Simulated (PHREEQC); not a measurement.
A made-up water analysis in mg/kgw, 35 °C, pH 7.27, pe -0.9:

```
constituent         mg/kgw
------------------  ------
Na                    3.88
K                     4.81
Ca                    17.5
Mg                    7.52
Cl                    22.2
S(6) as SO4           13.8
Alkalinity as HCO3    53.6
Ba                  0.0501
Zn                    1.29
Fe(2)                0.084
```

Valence states are taken as typed.

All values are PHREEQC results (ion-association model, phreeqc.dat), not measurements.

This is a speciation only: nothing precipitates in the calculation.

What specific conductance does the model give?

specific conductance 243 µS/cm.

In which forms is Zn present?

Zn+2 78 %, ZnCO3 10 %, ZnHCO3+ 6.7 %, ZnOH+ 2.8 %, ZnSO4 1.6 % of the Zn.

The database's zinc carbonate complexes are estimates, stronger than later reviews accept.
